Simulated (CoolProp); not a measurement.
Isobutane along the isobar 50.1 bar: Z from the reference equation and from simpler models built on Tc = 134.7 °C, pc = 36.29 bar, ω = 0.184; each cubic takes its own stable root.

Computed with CoolProp (reference Helmholtz-energy equation of state, Bücker 2006).

```tsv
T (°C)	phase	reference	Redlich-Kwong	Soave-Redlich-Kwong
-52.45	liquid	0.2474	0.2662	0.2629
-14.05	liquid	0.2243	0.2420	0.2376
24.45	liquid	0.2100	0.2286	0.2234
62.85	liquid	0.2034	0.2254	0.2196
101.25	liquid	0.2069	0.2362	0.2309
139.65	supercritical	0.2428	0.2870	0.2898
178.05	supercritical	0.5640	0.5463	0.5851
216.55	supercritical	0.7193	0.6983	0.7356
254.95	supercritical	0.8019	0.7798	0.8178
```
